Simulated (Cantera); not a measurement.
BN + HF + N2 (nitride etching)

A closed system holds: 1 mol BN, a varied amount of HF, 61 mol N2, equilibrated at 1125 K and 34.0 Pa.

These are equilibrium values from Cantera (NASA tables, ideal gas, pure condensed phases), not measurements of a reactor. Candidate condensed phases: B, BN; 31 gas species. The numbers say what is thermodynamically allowed, not how fast it happens.

| n(HF) (mol) | x N2 | x HF | x H2 | x BF3 | n BN(s) |
|---|---|---|---|---|---|
| 1.6 | 0.978 | 0.00127 | 0.0121 | 0.00809 | 0.493 |
| 2.3 | 0.969 | 0.00170 | 0.0173 | 0.0115 | 0.269 |
| 3.5 | 0.953 | 0.00775 | 0.0233 | 0.0155 | 0 |
| 5.1 | 0.930 | 0.0318 | 0.0227 | 0.0151 | 0 |
| 7.5 | 0.898 | 0.0657 | 0.0219 | 0.0146 | 0 |
| 11 | 0.854 | 0.111 | 0.0208 | 0.0139 | 0 |
| 16 | 0.799 | 0.169 | 0.0195 | 0.0130 | 0 |
| 24 | 0.724 | 0.247 | 0.0176 | 0.0118 | 0 |
| 36 | 0.634 | 0.340 | 0.0155 | 0.0103 | 0 |
| 52 | 0.544 | 0.434 | 0.0133 | 0.00885 | 0 |
x: gas mole fraction; n: condensed amount in mol.

From 1.6 mol HF to 2.3 mol HF the condensed part is BN(s). From 3.5 mol HF to 52 mol HF nothing is condensed. The main B-bearing gas is BF3 throughout.
